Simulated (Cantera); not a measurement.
A perfectly stirred reactor is fed with 1.86 % H₂, 98.1 % O₂, at 0.0132 atm; it is held at 1200 K, and followed from long to short residence time.

Cantera simulation using GRI-Mech 3.0 (53 species, 325 reactions); the numbers are that mechanism's predictions, not measurements. Radical loss at walls, strong at low pressure, is not modelled.

x: mole fraction; the columns are a selection and need not sum to one.

| τ (s) | x H₂ | x O₂ | x H₂O | x H₂O₂ | x O | x OH |
|---|---|---|---|---|---|---|
| 12 | 1.75e-5 | 0.980 | 0.0186 | … | 0.000560 | 0.000287 |
| 4.6 | 3.07e-5 | 0.980 | 0.0186 | … | 0.00104 | 0.000392 |
| 1.7 | 5.46e-5 | 0.979 | 0.0184 | … | 0.00192 | 0.000539 |
| 0.65 | 9.45e-5 | 0.977 | 0.0182 | … | 0.00336 | 0.000722 |
| 0.24 | 0.000167 | 0.975 | 0.0179 | … | 0.00559 | 0.000957 |
| 0.092 | 0.000294 | 0.972 | 0.0175 | … | 0.00821 | 0.00122 |
| 0.035 | 0.000546 | 0.969 | 0.0169 | … | 0.0105 | 0.00152 |
| 0.013 | 0.00111 | 0.968 | 0.0159 | … | 0.0116 | 0.00190 |
| 0.0049 | 0.00237 | 0.968 | 0.0142 | … | 0.0111 | 0.00236 |
| 0.0019 | 0.00501 | 0.970 | 0.0114 | … | 0.00902 | 0.00271 |

**Question.** Complete the blanks.

**Answer.** 
- 12, x H₂O₂: 1.70e-8
- 4.6, x H₂O₂: 2.15e-8
- 1.7, x H₂O₂: 2.62e-8
- 0.65, x H₂O₂: 3.07e-8
- 0.24, x H₂O₂: 3.52e-8
- 0.092, x H₂O₂: 4.02e-8
- 0.035, x H₂O₂: 4.82e-8
- 0.013, x H₂O₂: 6.35e-8
- 0.0049, x H₂O₂: 8.86e-8
- 0.0019, x H₂O₂: 1.15e-7
